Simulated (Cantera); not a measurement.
## Moist CO burnout

An isothermal, constant-pressure homogeneous reactor starts with 0.924 % CO, 0.490 % O2, 6.19 % H2O, 92.4 % N2, at 1073 K and 1.10 bar.

Cantera simulation using GRI-Mech 3.0 (53 species, 325 reactions); the numbers are that mechanism's predictions, not measurements.

```json
[
 {"t (s)": "1.00e-6", "x CO": "0.00924", "x O2": "0.00490", "x H2O": "0.0619", "x O": "<1e-12", "x HO2": "<1e-12", "x H2": "<1e-12", "x CO2": "<1e-12"},
 {"t (s)": "4.44e-6", "x CO": "0.00924", "x O2": "0.00490", "x H2O": "0.0619", "x O": "1.13e-12", "x HO2": "<1e-12", "x H2": "<1e-12", "x CO2": "1.14e-12"},
 {"t (s)": "1.97e-5", "x CO": "0.00924", "x O2": "0.00490", "x H2O": "0.0619", "x O": "4.83e-12", "x HO2": "<1e-12", "x H2": "<1e-12", "x CO2": "5.16e-12"},
 {"t (s)": "8.77e-5", "x CO": "0.00924", "x O2": "0.00490", "x H2O": "0.0619", "x O": "1.88e-11", "x HO2": "<1e-12", "x H2": "<1e-12", "x CO2": "2.71e-11"},
 {"t (s)": "0.000390", "x CO": "0.00924", "x O2": "0.00490", "x H2O": "0.0619", "x O": "6.98e-11", "x HO2": "4.37e-11", "x H2": "3.46e-11", "x CO2": "2.71e-10"},
 {"t (s)": "0.00173", "x CO": "0.00924", "x O2": "0.00490", "x H2O": "0.0619", "x O": "7.91e-10", "x HO2": "2.55e-9", "x H2": "2.28e-9", "x CO2": "9.37e-9"},
 {"t (s)": "0.00770", "x CO": "0.00915", "x O2": "0.00486", "x H2O": "0.0619", "x O": "4.28e-6", "x HO2": "3.68e-6", "x H2": "2.53e-5", "x CO2": "9.38e-5"},
 {"t (s)": "0.0342", "x CO": "0.00113", "x O2": "0.00102", "x H2O": "0.0618", "x O": "4.88e-6", "x HO2": "9.04e-7", "x H2": "0.000360", "x CO2": "0.00814"},
 {"t (s)": "0.152", "x CO": "5.04e-5", "x O2": "0.000341", "x H2O": "0.0621", "x O": "2.14e-7", "x HO2": "2.05e-7", "x H2": "7.67e-5", "x CO2": "0.00923"},
 {"t (s)": "0.675", "x CO": "4.45e-6", "x O2": "0.000286", "x H2O": "0.0622", "x O": "7.90e-9", "x HO2": "4.99e-8", "x H2": "1.18e-5", "x CO2": "0.00928"},
 {"t (s)": "3.00", "x CO": "4.39e-7", "x O2": "0.000279", "x H2O": "0.0622", "x O": "8.05e-10", "x HO2": "6.41e-9", "x H2": "1.43e-6", "x CO2": "0.00928"}
]
```
x: mole fraction; the columns are a selection and need not sum to one.

Equilibrium at this temperature and pressure: CO 3.29e-10, O2 0.000277, H2O 0.0622, O 1.99e-11, HO2 1.55e-11, H2 2.39e-9, CO2 0.00928 (gas phase only).
